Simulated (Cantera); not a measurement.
Charge: 1 mol Ta₂O₅, a varied amount of CH₄, 0.81 mol CO, equilibrated at 0.00250 bar.

Equilibrium computed with Cantera from the NASA thermochemical tables; the gas is ideal and each condensed phase is pure. Candidate condensed phases: C, C₆H₆, C₇H₈, C₈H₁₈, H₂O, Ta, TaC, Ta₂O₅; 113 gas species. Mutual solubility and eutectic melting of coexisting phases are not modelled. TaC: taken at fixed stoichiometry. Condensed phases not in the tables: Ta₂C, N, O or C dissolved in the metal. The numbers say what is thermodynamically allowed, not how fast it happens.

Stable condensed phases, one row left out:

```
T in °C \ n(CH₄) in mol
         0.38 0.98  1.6  2.2  2.7  3.3  3.9  4.5
   2000     A    A    A    A    A    A    A    B
   1950     A    A    A    A    A    A    A    A
   1900     A    A    A    A    A    A    A    A
   1850     A    A    A    A    A    A    A    A
   1800     A    A    A    A    A    A    A    A
   1750     A    A    A    A    A    A    A    A
   1650     C    A    A    A    A    A    A    A
   1600     C    C    C    C    C    C    C    C
```

A: Ta + Ta₂O₅; B: Ta; C: TaC + Ta₂O₅.

### Question
Give the row for 1700 °C.

### Answer
0.38: Ta + Ta₂O₅; 0.98: Ta + Ta₂O₅; 1.6: Ta + Ta₂O₅; 2.2: Ta + Ta₂O₅; 2.7: Ta + Ta₂O₅; 3.3: Ta + Ta₂O₅; 3.9: Ta + Ta₂O₅; 4.5: Ta + Ta₂O₅.
